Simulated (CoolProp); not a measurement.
Vapour pressure (MPa) of n-butane: the reference equation beside estimates from Tc = 425.1 K, pc = 3.796 MPa, ω = 0.201. Clausius-Clapeyron is anchored at 313.8 K with a constant enthalpy of vaporisation of 20.04 kJ/mol.

Values from CoolProp's reference Helmholtz-energy equation of state, Bücker 2006.

| T (K) | reference | Lee-Kesler | Clausius-Clapeyron | van der Waals | Redlich-Kwong | Peng-Robinson |
|---|---|---|---|---|---|---|
| 289.6 | 0.1849 | 0.1843 | 0.2029 | 0.6614 | 0.2627 | 0.1843 |
| 301.7 | 0.2713 | 0.2717 | 0.2832 | 0.8158 | 0.3723 | 0.2704 |
| 313.8 | 0.3854 | 0.3871 | 0.3854 | 0.9921 | 0.5114 | 0.3843 |
| 325.9 | 0.5323 | 0.5355 | 0.5125 | 1.191 | 0.6838 | 0.5313 |
| 338 | 0.7174 | 0.7221 | 0.6679 | 1.414 | 0.8932 | 0.7171 |
| 350.1 | 0.9463 | 0.9524 | 0.8545 | 1.662 | 1.143 | 0.9478 |
| 362.3 | 1.228 | 1.235 | 1.077 | 1.937 | 1.440 | 1.232 |
| 374.4 | 1.563 | 1.571 | 1.336 | 2.237 | 1.781 | 1.572 |
| 386.5 | 1.963 | 1.971 | 1.634 | 2.564 | 2.173 | 1.977 |
| 398.6 | 2.436 | 2.444 | 1.974 | 2.919 | 2.619 | 2.455 |
| 410.7 | 2.993 | 3.001 | 2.359 | 3.302 | 3.121 | 3.013 |

Absolute difference from the reference over all 11 rows, mean and median: Lee-Kesler 0.4 and 0.4 %, Clausius-Clapeyron 10.7 and 9.7 %, van der Waals 97.6 and 75.6 %, Redlich-Kwong 21.8 and 20.8 %, Peng-Robinson 0.4 and 0.3 %.
